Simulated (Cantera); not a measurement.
Charge: 1 mol SrCl₂, 0.62 mol H₂O, 2 mol H₂, held at 10.0 Torr.

Cantera equilibrium calculation (NASA polynomials, part measured and part estimated; ideal gas, pure solids and liquids). Candidate condensed phases: H₂O, Sr, SrCl₂, SrO, Sr(OH)₂; 20 gas species. Condensed phases not in the tables: oxide chlorides. Rates play no part. All values below are at 1898 K.

Base state: H₂ 0.547, SrCl₂ 0.253, H₂O 0.150, HCl 0.0417, H 0.00501, SrCl 0.00187, Cl 0.000288, OH 0.000113 (mole fractions); condensed: SrO(s).

### Question
What changes in the equilibrium state with this change: SrCl₂ replaced by FeCl₂?

### Answer
```csv
species,before,after
H₂,0.547,0.427
HCl,0.0417,0.234
H₂O,0.150,0.169
SrCl₂,0.253,0
FeCl₂,0,0.155
Fe,0,0.00815
SrCl,0.00187,0
"SrO(s), mol",0.0722,0
"Fe(l), mol",0,0.401
```
Further candidate phases: Fe, FeCl₂, FeCl₃, FeO, Fe(OH)₂, Fe(OH)₃, Fe₂O₃, Fe₃O₄.

### Question
What changes in the equilibrium state with this change: H₂O from 0.62 to 0.12 mol?

### Answer
```tsv
species	before	after
H₂	0.547	0.632
SrCl₂	0.253	0.306
H₂O	0.150	0.0306
HCl	0.0417	0.0207
Sr	6.16e-5	0.000350
OH	0.000113	2.13e-5
Sr(OH)₂	4.55e-5	9.26e-6
SrCl	0.00187	0.00491
Cl	0.000288	0.000133
SrO(s), mol	0.0722	0.0235
```
